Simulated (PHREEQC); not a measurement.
PHREEQC input (ion-association model, phreeqc.dat):

```
SOLUTION 1
  temp 25
  units mol/kgw
  pH 7 charge
  Cl 0.012
  K 0.012
END
SELECTED_OUTPUT 1
  -reset false
  -pH true
  -pe true
  -ionic_strength true
  -water true
  -totals Ca Cl K S S(-2) S(6)
  -molalities H+ Ca+2 K+ Cl- SO4-2 OH- O2 HSO4- S-2 HS-
    H2S CaOH+ CaSO4 CaHSO4+ KSO4-
  -equilibrium_phases Gypsum Sylvite
PRINT
  -reset false
USE solution 1
REACTION_TEMPERATURE 1
  5 11 17 23 29 35 41 47 53 59 65 71 77 83 89 95
EQUILIBRIUM_PHASES 1
  Gypsum 0 0.2
  Sylvite 0 0
  O2(g) -0.68 10
END
```

Selected output (columns that matter, 16 of 16 rows; T (°C) added in front):

```
T (°C)	pH	mu	Ca	Cl	K	S	m_H+	m_Ca+2	m_K+	m_Cl-	m_SO4-2	m_OH-	m_CaSO4	Gypsum
5	7.3382	0.055008	0.014633	0.011994	0.011994	0.014633	5.3765e-08	0.010889	0.011723	0.011994	0.010618	5.0091e-08	0.0037441	0.18536
11	7.2567	0.056139	0.015241	0.011993	0.011993	0.015241	6.5003e-08	0.01119	0.011686	0.011993	0.010883	7.1835e-08	0.0040504	0.18475
17	7.1723	0.056985	0.015741	0.011993	0.011993	0.015741	7.9112e-08	0.011421	0.011648	0.011993	0.011075	9.8985e-08	0.0043201	0.18425
23	7.0883	0.057553	0.01613	0.011993	0.011993	0.01613	9.6178e-08	0.011582	0.011609	0.011993	0.011198	1.3239e-07	0.004548	0.18386
29	7.0069	0.057854	0.016407	0.011993	0.011993	0.016407	1.162e-07	0.011676	0.011571	0.011993	0.011254	1.7312e-07	0.0047305	0.18358
35	6.9295	0.057904	0.016574	0.011993	0.011993	0.016574	1.3911e-07	0.011708	0.011532	0.011993	0.011247	2.2245e-07	0.0048656	0.18342
41	6.8567	0.057722	0.016635	0.011993	0.011993	0.016635	1.6475e-07	0.011682	0.011494	0.011993	0.011183	2.8181e-07	0.0049531	0.18336
47	6.7889	0.057327	0.016595	0.011993	0.011993	0.016595	1.9287e-07	0.011601	0.011457	0.011993	0.011066	3.5283e-07	0.004994	0.18339
53	6.7261	0.056742	0.016464	0.011993	0.011993	0.016464	2.2316e-07	0.011473	0.011421	0.011993	0.010901	4.3728e-07	0.0049906	0.18353
59	6.6684	0.055989	0.016248	0.011993	0.011993	0.016248	2.5522e-07	0.011302	0.011387	0.011993	0.010696	5.3714e-07	0.0049461	0.18374
65	6.6155	0.055091	0.015958	0.011993	0.011993	0.015958	2.886e-07	0.011093	0.011355	0.011993	0.010455	6.5458e-07	0.0048646	0.18403
71	6.5674	0.054069	0.015603	0.011993	0.011993	0.015603	3.2277e-07	0.010853	0.011325	0.011993	0.010185	7.9197e-07	0.0047503	0.18439
77	6.5239	0.052944	0.015194	0.011993	0.011993	0.015194	3.5719e-07	0.010586	0.011298	0.011993	0.0098893	9.5189e-07	0.004608	0.1848
83	6.4848	0.051736	0.014739	0.011994	0.011994	0.014739	3.9128e-07	0.010296	0.011272	0.011994	0.0095744	1.1371e-06	0.0044424	0.18525
89	6.4498	0.050464	0.014248	0.011994	0.011994	0.014248	4.2449e-07	0.0099896	0.01125	0.011994	0.0092447	1.3507e-06	0.0042582	0.18574
95	6.4189	0.049144	0.01373	0.011994	0.011994	0.01373	4.5627e-07	0.0096698	0.01123	0.011994	0.0089045	1.5957e-06	0.0040597	0.18626
```

Species that the database lacks are ignored. At this temperature some constants are extrapolated from 25 °C, and those without enthalpy data are left unchanged. Outside its range of stability a hydrate's values are those of a metastable solid.
